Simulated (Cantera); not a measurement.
An adiabatic, constant-pressure homogeneous reactor starts with 7.40 % C₃H₈, 19.5 % O₂, 73.2 % N₂, at 1625 K and 1.01 bar.

Computed with Cantera and GRI-Mech 3.0 (53 species, 325 reactions). GRI-Mech 3.0 was tuned for natural gas; its chemistry of propane as a main component is partial and can be far from experiment.

Predict: time of steepest temperature rise; temperature at 0.500 s; equilibrium temperature; x(O₂) at 0.500 s; x(NO) at 0.500 s; x(H) at 0.500 s; x(HCO) at 0.500 s.


| Item | Result |
|---|---|
| time of steepest temperature rise | 36.3 µs |
| temperature at 0.500 s | 2690 K |
| equilibrium temperature | 2690 K |
| x(O₂) at 0.500 s | 0.000160 (gas-phase equilibrium 0.000160) |
| x(NO) at 0.500 s | 0.000744 (gas-phase equilibrium 0.000744) |
| x(H) at 0.500 s | 0.0187 (gas-phase equilibrium 0.0187) |
| x(HCO) at 0.500 s | 3.20e-7 (gas-phase equilibrium 3.20e-7) |
